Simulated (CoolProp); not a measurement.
Properties of R1336mzz(Z) at several states.

Values from CoolProp's reference Helmholtz-energy equation of state, McLinden 2020.

| T (°C) | p (bar) | phase | density (kg/m³) | cp (kJ/(kg K)) | expansivity (1/kK) | fugacity coefficient |
|---|---|---|---|---|---|---|
| 183.15 | 68.8 | supercritical | 876.7 | 1.614 | 5.926 | 0.3831 |
| -80.35 | 13.5 | liquid | 1616 | 0.9889 | 1.377 | 4.975e-5 |
| 135.35 | 1.69 | gas | 8.405 | 1.035 | 2.720 | 0.9719 |
